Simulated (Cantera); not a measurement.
## Thermodynamics of carbothermic reduction, feed TiO2 + CO + H2

A closed system holds: 1 mol TiO2, a varied amount of CO, 0.81 mol H2, at 0.0100 bar.

These are equilibrium values from Cantera (NASA tables, ideal gas, pure condensed phases), not measurements of a reactor. Candidate condensed phases: C, C6H6, C7H8, C8H18, H2O, Ti, TiC, TiO, TiO2, Ti2O3, Ti3O5, Ti4O7; 113 gas species. Mutual solubility and eutectic melting of coexisting phases are not modelled. Condensed phases not in the tables: Magnéli phases beyond Ti4O7. Equilibrium is a limit: real reactors are often held back by kinetics, nucleation or transport.

Stable condensed phases:

```
T in K \ n(CO) in mol
         0.56 0.74 0.98  1.3  1.7  2.2  2.9  3.8    5  6.6  8.7
   2350     A    A    A    A    A    A    A    A    A    A    A
   2300     A    A    A    A    A    A    A    A    A    A    A
   2250     A    A    A    A    A    A    A    A    A    A    A
   2200     A    A    A    A    A    A    A    A    A    A    A
   2150     A    A    A    A    A    A    A    A    A    A    A
   2100     A    A    A    A    A    A    A    A    A    A    A
   2050     A    A    A    A    A    A    A    A    A    A    A
   2000     A    A    A    A    A    A    A    A    A    A    A
   1950     B    B    B    B    B    B    A    A    A    A    C
   1900     B    B    B    B    B    B    B    A    A    A    A
   1850     B    B    B    B    B    B    B    B    A    A    A
   1800     B    B    B    B    B    B    B    B    B    B    A
   1750     B    B    B    B    B    B    B    B    B    B    B
   1700     B    B    B    B    B    B    B    B    B    B    B
```

A: Ti4O7; B: TiO2 + Ti4O7; C: Ti3O5 + Ti4O7.
